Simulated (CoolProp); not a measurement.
Properties of octamethylcyclotetrasiloxane (D4) along the isotherm 346.85 °C.

Computed with CoolProp (reference Helmholtz-energy equation of state, Thol 2015).

| p (MPa) | phase | cp (kJ/(kg K)) | expansivity (1/kK) |
|---|---|---|---|
| 0.0481 | gas | ? | 1.678 |
| 0.0962 | gas | 2.044 | 1.748 |
| 0.144 | gas | 2.047 | 1.821 |
| 0.192 | gas | 2.051 | 1.898 |
| 0.241 | gas | 2.054 | 1.982 |
| 0.289 | gas | ? | 2.070 |
| 0.337 | gas | 2.061 | 2.163 |
| 0.385 | gas | 2.066 | ? |
| 0.433 | gas | 2.070 | 2.369 |
| 0.481 | gas | 2.075 | 2.482 |
| 0.529 | gas | 2.080 | ? |
| 0.577 | gas | 2.085 | 2.734 |
| 0.625 | gas | ? | 2.875 |
| 0.674 | gas | 2.097 | 3.029 |

Task: What belongs in the gaps?

Result: 
- 0.0481, cp (kJ/(kg K)): 2.041
- 0.289, cp (kJ/(kg K)): 2.058
- 0.385, expansivity (1/kK): 2.263
- 0.529, expansivity (1/kK): 2.604
- 0.625, cp (kJ/(kg K)): 2.091
